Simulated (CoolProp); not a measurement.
A single-stage vapour-compression cycle with R507A: evaporating at 275.15 K (dew point), condensing at 335.15 K (bubble point), superheat 2 K, subcooling 8 K, compressor efficiency 0.9, no pressure losses. Each further row changes one setting.

Values from CoolProp's reference Helmholtz-energy equation of state, Lemmon 2003. It is a pseudo-pure fit of the blend.

```json
[
 {"case": "as stated", "cooling COP": "2.53", "pressure ratio": "4.64", "discharge temperature (K)": "346.9", "refrigerating effect (kJ/kg)": "81.7", "volumetric capacity (kJ/m³)": "2770"},
 {"case": "evaporating temperature 280.15 K", "cooling COP": "2.91", "pressure ratio": "3.98", "discharge temperature (K)": "346.2", "refrigerating effect (kJ/kg)": "84.2", "volumetric capacity (kJ/m³)": "3330"},
 {"case": "condensing temperature 330.15 K", "cooling COP": "3.00", "pressure ratio": "4.16", "discharge temperature (K)": "340.9", "refrigerating effect (kJ/kg)": "90.5", "volumetric capacity (kJ/m³)": "3070"},
 {"case": "subcooling 13 K", "cooling COP": "2.82", "pressure ratio": "4.64", "discharge temperature (K)": "346.9", "refrigerating effect (kJ/kg)": "91.1", "volumetric capacity (kJ/m³)": "3090"},
 {"case": "superheat 12 K", "cooling COP": "2.62", "pressure ratio": "4.64", "discharge temperature (K)": "354.9", "refrigerating effect (kJ/kg)": "91.7", "volumetric capacity (kJ/m³)": "2920"},
 {"case": "compressor efficiency 0.8", "cooling COP": "2.25", "pressure ratio": "4.64", "discharge temperature (K)": "349.3", "refrigerating effect (kJ/kg)": "81.7", "volumetric capacity (kJ/m³)": "2770"}
]
```
